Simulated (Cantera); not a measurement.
A closed system holds: 1 mol B₂O₃, 18 mol NF₃, 8.1 mol N₂, 0.78 mol F₂, equilibrated at 1552 °C and 0.0570 bar.

These are equilibrium values from Cantera (NASA tables, ideal gas, pure condensed phases), not measurements of a reactor. Candidate condensed phases: B, BN, B₂O₃; 31 gas species. Equilibrium is a limit: real reactors are often held back by kinetics, nucleation or transport.

Base state: F 0.706, N₂ 0.243, BF₃ 0.0285, O₂ 0.0209, NO 0.000793, F₂ 0.000349, O 9.31e-5, FO 1.04e-5 (mole fractions); condensed: gas only.

Q: What changes in the equilibrium state with this change: B₂O₃ replaced by CuO?

A: 
| species | before | after |
|---|---|---|
| F | 0.706 | 0.742 |
| N₂ | 0.243 | 0.237 |
| CuF₂ | 0 | 0.0136 |
| BF₃ | 0.0285 | 0 |
| O₂ | 0.0209 | 0.00668 |
| CuF | 0 | 0.000220 |
| NO | 0.000793 | 0.000442 |
| O | 9.31e-5 | 5.26e-5 |
Further candidate phases: Cu, CuF₂, CuO, Cu₂O.

Q: What changes in the equilibrium state with this change: NF₃ from 18 to 1.7 mol?

A: 
```
species    before     after
-------  --------  --------
N₂          0.243     0.681
BF₃        0.0285     0.153
O₂         0.0209     0.113
F           0.706    0.0503
F₂       0.000349   1.78e-6
FO        1.04e-5   1.72e-6
NO       0.000793   0.00308
O         9.31e-5  0.000216
```
